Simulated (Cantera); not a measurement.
A closed system holds: 1 mol Fe2O3, a varied amount of C, 0.26 mol H2, held at 18.0 Pa.

These are equilibrium values from Cantera (NASA tables, ideal gas, pure condensed phases), not measurements of a reactor. Candidate condensed phases: C, C6H6, C7H8, C8H18, Fe, Fe(CO)5, FeO, Fe(OH)2, Fe(OH)3, Fe2O3, Fe3O4, H2O; 114 gas species. Iron dissolves carbon and melts from about 1420 K in contact with it, which pure phases cannot show. Mutual solubility and eutectic melting of coexisting phases are not modelled. The tables' stoichiometric FeO is somewhat more stable than real wüstite, so its field is too wide. FeO: taken at fixed stoichiometry. Condensed phases not in the tables: cementite and carbon dissolved in iron. The numbers say what is thermodynamically allowed, not how fast it happens.

### Question
What condenses at these points (T in K, n(C) in mol): (1098, 2.5); (1998, 3.5); (1998, 2.5); (1098, 1.9); (1298, 0.53); (1198, 1.9); (998, 0.99); (998, 3.5)?

### Answer
```
T (K)  n(C) in mol  condensed phases  Fe condensed (%)
-----  -----------  ----------------  ----------------
1098           2.5                Fe             100.0
1998           3.5                 C               0.0
1998           2.5          gas only               0.0
1098           1.9          Fe + FeO             100.0
1298          0.53               FeO             100.0
1198           1.9          Fe + FeO             100.0
998           0.99          Fe + FeO             100.0
998            3.5            C + Fe             100.0
```
